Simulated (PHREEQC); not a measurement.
# Brine: an equilibrium model

Dissolve 5.8 mol/kgw NaOH, 0.047 mol/kgw BaCl2 and 0.069 mol/kgw NaCl at 25 °C. Closed to the air; pH follows from the charge balance.

All values are PHREEQC results (Pitzer model, pitzer.dat), not measurements.

This is a speciation only: nothing precipitates in the calculation.

**Question.** Predict the pH.

**Answer.** pH 15.10.

Complexes and solids missing from the database can't appear. In brines, pH and single-ion activities rest on the MacInnes convention.
